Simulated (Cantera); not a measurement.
## Equilibrium for carbothermic reduction: Fe3O4 + CH4 + N2

Input: 1 mol Fe3O4, 0.54 mol CH4, 13 mol N2, held at 0.0110 bar.

Method: chemical equilibrium by Gibbs-energy minimisation in Cantera with the NASA 1993 tables (ideal gas, pure condensed phases). Candidate condensed phases: C, C6H6, C7H8, C8H18, Fe, Fe(CO)5, FeO, Fe(OH)2, Fe(OH)3, Fe2O3, Fe3O4, H2O; 140 gas species. The tables' stoichiometric FeO is somewhat more stable than real wüstite, so its field is too wide. FeO: taken at fixed stoichiometry. Rates play no part.

```
T (K)   x N2    x H2   x H2O    x CO      x Fe    x CO2       x H     x FeO  n FeO(s)  n FeO(l)
-----  -----  ------  ------  ------  --------  -------  --------  --------  --------  --------
1548   0.889  0.0482  0.0256  0.0310   3.02e-5  0.00590   6.45e-5   7.81e-8      3.00         0
1623   0.889  0.0477  0.0261  0.0314  0.000130  0.00553  0.000144   4.61e-7      3.00         0
1698   0.889  0.0470  0.0266  0.0317  0.000459  0.00526  0.000299   2.20e-6         0      2.99
1773   0.888  0.0458  0.0276  0.0317   0.00137  0.00515  0.000581   8.88e-6         0      2.98
1848   0.886  0.0435  0.0295  0.0315   0.00351  0.00531   0.00105   3.18e-5         0      2.95
1923   0.882  0.0396  0.0327  0.0307   0.00756  0.00590   0.00179  0.000103         0      2.89
1998   0.875  0.0338  0.0373  0.0293    0.0138  0.00706   0.00281  0.000302         0      2.79
2073   0.867  0.0270  0.0426  0.0271    0.0219  0.00885   0.00412  0.000817         0      2.66
```
x: gas mole fraction; n: condensed amount in mol.

From 1548 K to 1623 K the condensed part is FeO(s). From 1698 K to 2073 K the condensed part is FeO(l). The main Fe-bearing gas is Fe throughout. The share of Fe in condensed phases is highest at 1548 K (100.0 %) and lowest at 2073 K (88.6 %).
